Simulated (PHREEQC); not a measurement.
Consider water at 25 °C with 8.9 mmol/kgw HF and 0.28 mmol/kgw CuSO4. Closed to the air; pH follows from the charge balance.

The numbers come from PHREEQC with the ion-association model, phreeqc.dat.

```
quantity                   before     after
------------------------  -------  --------
pH                           2.68      3.30
ionic strength (mol/kgw)  0.00327  0.000624
HF (mol/kgw)              0.00657  0.000374
F- (mol/kgw)              0.00221  0.000514
HF2- (mol/kgw)            5.57e-5   7.38e-7
```

Q: What was changed between the two runs?
A) diluted 10-fold with water
B) 0.0035 mol/kgw KHCO3 added
C) CuSO4 left out
D) HF from 0.0089 to 0.0134 mol/kgw
E) diluted 2-fold with water

A: A, diluted 10-fold with water

Precipitation was switched off in this run.
